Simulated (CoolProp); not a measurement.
A Linde-Hampson liquefier for oxygen: isothermal reversible compression at 200 K from 1 atm to 10 MPa, throttling to 1 atm, return gas leaving the recuperator 10 K below the feed. Each further row changes one setting.

Model: reference Helmholtz-energy equation of state, Schmidt 1985, in CoolProp.

```tsv
case	liquid yield per pass	compression work (kJ/kg of gas)
as stated	[?]	223
high pressure 20 MPa	[?]	[?]
warm-end temperature 230 K	[?]	[?]
warm-end gap 15 K	[?]	223
```

Fill in the missing entries.


- as stated, liquid yield per pass: 0.171
- high pressure 20 MPa, liquid yield per pass: 0.317
- high pressure 20 MPa, compression work (kJ/kg of gas): 246
- warm-end temperature 230 K, liquid yield per pass: 0.099
- warm-end temperature 230 K, compression work (kJ/kg of gas): 264
- warm-end gap 15 K, liquid yield per pass: 0.159
